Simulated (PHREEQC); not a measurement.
Solution (25 °C): 0.034 mol/kgw NH4HF2, 0.012 mol/kgw (NH4)2SiF6, 0.00018 mol/kgw H3BO3 and 0.00016 mol/kgw H2SO4. It is in equilibrium with CO2 at log p = -1 (atm). Otherwise closed; pH follows from the charge balance.

Equilibrium calculation in PHREEQC: ion-association model, wateq4f.dat.

No solid was allowed to form.

### Question
Order these F species by the share of F that they hold, largest first: HF, SiF6-2, HF2-, H2F2, F-.

### Answer
SiF6-2 (51 %), F- (22 %), HF (19 %), HF2- (4.5 %), H2F2 (2.6 %)

The pH is 3.14 and the ionic strength 0.0709 mol/kgw. SiF6-2 is the database's only silicon fluoride. Real BF4- forms and hydrolyses slowly; the run takes it at equilibrium.
